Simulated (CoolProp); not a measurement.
Saturation properties of R236EA.

Model: reference Helmholtz-energy equation of state, Rui 2013, in CoolProp.

```tsv
T (K)	p (MPa)	surface tension (mN/m)	vapour viscosity (µPa s)	liquid conductivity (mW/(m K))
293.4	0.1740	12.6	10.7	81.4
298.9	0.2114	11.9	10.9	79.4
304.5	0.2556	11.2	11.1	77.4
310	0.3056	10.5	11.2	75.5
315.5	0.3628	9.75	11.4	73.6
321.1	0.4291	9.04	11.6	71.7
326.6	0.5028	8.35	11.8	69.9
332.1	0.5857	7.68	12.1	68.0
337.7	0.6804	7.01	12.3	66.2
343.2	0.7843	6.36	12.5	64.5
348.7	0.8997	5.72	12.8	62.7
354.3	1.030	5.09	13.0	60.9
```

It boils at 279.3 K under 1 atm.

Viscosity comes from a separate model (Huber 2003), an estimate that may be off by 10 % or more. Thermal conductivity comes from a separate model (Huber 2003), an estimate that may be off by 10 % or more. Surface tension comes from a separate correlation (Mulero 2012).
